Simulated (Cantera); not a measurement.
Input: 1 mol Ti(OiPr)4, 0.17 mol CH4, held at 0.0830 bar.

Equilibrium computed with Cantera from the NASA thermochemical tables; the gas is ideal and each condensed phase is pure. Candidate condensed phases: C, C6H6, C7H8, C8H18, H2O, Ti, TiC, TiO, TiO2, Ti2O3, Ti3O5, Ti4O7; 113 gas species. The feed counts by its element totals alone. TiC: taken at fixed stoichiometry. Kinetics and transport are ignored.

Over these rows the condensed part is C(graphite) + TiC(s). Partial pressures as log10 of bar:

```csv
T (K),1000/T (1/K),log p C2H2 (acetylene),log p H2,log p CO
1348,0.7418,-7.11,-1.19,-1.74
1398,0.7153,-6.80,-1.19,-1.74
1448,0.6906,-6.51,-1.19,-1.74
1498,0.6676,-6.24,-1.19,-1.74
1548,0.6460,-5.99,-1.19,-1.74
1598,0.6258,?,-1.19,-1.74
```

Fit log p(C2H2 (acetylene)) = a + b·(1000/T) to the five rows, give the apparent enthalpy, and predict the row at 1598 K.

Means: 1000/T = 0.6923, log p = -6.530. Sxy = -0.067119, Sxx = 0.0057359, so b = -11.70 and a = -6.530 − (-11.70)×0.6923 = 1.57.
Apparent enthalpy: −19.145 × (-11.70) = 224 kJ/mol. With the condensed phases at unit activity, 2 C(graphite) + H2(g) = C2H2 (acetylene)(g) links this pressure to the main gases: over the six rows their terms move log p by +0.00 in all, so the slope is close to that reaction's ΔH°. The five rows lie within 0.01 of the line.
Prediction at 1598 K: 1.57 + (-11.70)×0.6258 = -5.75. The computed value is -5.76, 0.01 from the line.
